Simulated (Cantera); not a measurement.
Input: 1 mol trisilylamine, 1.3 mol N2, at 1825 °C and 0.00140 bar.

Method: chemical equilibrium by Gibbs-energy minimisation in Cantera with the NASA 1993 tables (ideal gas, pure condensed phases). Candidate condensed phases: Si, Si3N4; 18 gas species. The feed counts by its element totals alone. The tables' values for SiN are old estimates; treat these amounts as uncertain. Gases not in the tables: Si2H6 and higher silanes. The numbers say what is thermodynamically allowed, not how fast it happens.

**Question.** What is the equilibrium state?

**Answer.** 
```
Item           Result
----------  ---------
x(H2)           0.591
x(N2)           0.249
x(Si)          0.0933
x(H)           0.0632
x(SiH)        0.00146
x(Si2)        0.00121
x(Si2N)      0.000436
x(SiN)       0.000363
x(Si3)       0.000248
n(Si(l))     2.28 mol
gas amount  7.220 mol
```
